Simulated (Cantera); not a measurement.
An adiabatic, constant-volume homogeneous reactor starts with CO : H₂ : O₂ : N₂ : H₂O = 1 : 0.24 : 0.639 : 2.4 : 0.87 (molar parts), at 1223 K and 473 Torr. Integrator tolerance rtol = 1e-08.

Cantera simulation using GRI-Mech 3.0 (53 species, 325 reactions); the numbers are that mechanism's predictions, not measurements.

Task: What does this change do: pressure from 473 Torr to 1130 Torr?

Result: 
| quantity | before | after |
|---|---|---|
| time of steepest temperature rise | 0.145 ms | 76.7 µs |
| temperature at 0.200 s | 2608 K | 2668 K |
| equilibrium temperature | 2608 K | 2668 K |
| x(CO) at 0.200 s | 0.0544 (gas-phase equilibrium 0.0544) | 0.0502 (gas-phase equilibrium 0.0502) |
| x(H₂) at 0.200 s | 0.0114 (gas-phase equilibrium 0.0114) | 0.0101 (gas-phase equilibrium 0.0101) |
| x(O₂) at 0.200 s | 0.0278 (gas-phase equilibrium 0.0278) | 0.0253 (gas-phase equilibrium 0.0253) |
| x(N₂O) at 0.200 s | 3.98e-7 (gas-phase equilibrium 3.98e-7) | 6.53e-7 (gas-phase equilibrium 6.53e-7) |
| x(NO) at 0.200 s | 0.00806 (gas-phase equilibrium 0.00806) | 0.00846 (gas-phase equilibrium 0.00846) |
| x(HO₂) at 0.200 s | 6.33e-6 (gas-phase equilibrium 6.33e-6) | 8.51e-6 (gas-phase equilibrium 8.51e-6) |
| x(H₂O₂) at 0.200 s | 3.48e-7 (gas-phase equilibrium 3.48e-7) | 5.89e-7 (gas-phase equilibrium 5.89e-7) |

Task: What does this change do: pressure from 473 Torr to 6600 Torr?

Result: 
```csv
quantity,before,after
time of steepest temperature rise,0.145 ms,0.117 ms
temperature at 0.200 s,2608 K,2784 K
equilibrium temperature,2608 K,2784 K
x(CO) at 0.200 s,0.0544 (gas-phase equilibrium 0.0544),0.0409 (gas-phase equilibrium 0.0409)
x(H₂) at 0.200 s,0.0114 (gas-phase equilibrium 0.0114),0.00761 (gas-phase equilibrium 0.00761)
x(O₂) at 0.200 s,0.0278 (gas-phase equilibrium 0.0278),0.0201 (gas-phase equilibrium 0.0201)
x(N₂O) at 0.200 s,3.98e-7 (gas-phase equilibrium 3.98e-7),1.73e-6 (gas-phase equilibrium 1.73e-6)
x(NO) at 0.200 s,0.00806 (gas-phase equilibrium 0.00806),0.00899 (gas-phase equilibrium 0.00899)
x(HO₂) at 0.200 s,6.33e-6 (gas-phase equilibrium 6.33e-6),1.47e-5 (gas-phase equilibrium 1.47e-5)
x(H₂O₂) at 0.200 s,3.48e-7 (gas-phase equilibrium 3.48e-7),1.65e-6 (gas-phase equilibrium 1.65e-6)
```
The hydrogen kinetics of GRI-Mech 3.0 are dated; newer H2 mechanisms differ, most at raised pressure.
